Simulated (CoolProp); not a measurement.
Computed with CoolProp (reference Helmholtz-energy equation of state, Smukala 2000).

Problem. Give the vapour pressure (bar), vapour density (kg/m³), enthalpy of vaporisation (kJ/kg), liquid cp (kJ/(kg K)) of saturated ethylene at 153.4, 172 K.

Solution. 
```csv
T (K),p (bar),vapour density (kg/m³),enthalpy of vaporisation (kJ/kg),liquid cp (kJ/(kg K))
153.4,0.354,0.791,505,2.40
172,1.18,2.40,479,2.42
```
